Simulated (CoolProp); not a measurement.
The fluid at 486.51 K and 7.63 MPa is throttled through a valve to 4.45 MPa with no heat exchange. The same conditions are run with several fluids, on thermodynamics alone (safety and materials aside).

Model: reference Helmholtz-energy equation of state of each fluid (sulfur dioxide: Gao 2016; hydrogen sulfide: Lemmon 2006; hydrogen chloride: Thol 2018; ammonia: Gao 2020), in CoolProp.

```
fluid              temperature change (K)  final density (kg/m³)
-----------------  ----------------------  ---------------------
sulfur dioxide                 (withheld)             (withheld)
hydrogen sulfide               (withheld)             (withheld)
hydrogen chloride              (withheld)             (withheld)
ammonia                             -19.0             (withheld)
```

Complete the blanks.


- sulfur dioxide, temperature change (K): -30.4
- sulfur dioxide, final density (kg/m³): 91.7
- hydrogen sulfide, temperature change (K): -19.1
- hydrogen sulfide, final density (kg/m³): 42.5
- hydrogen chloride, temperature change (K): -17.1
- hydrogen chloride, final density (kg/m³): 44.3
- ammonia, final density (kg/m³): 21.4
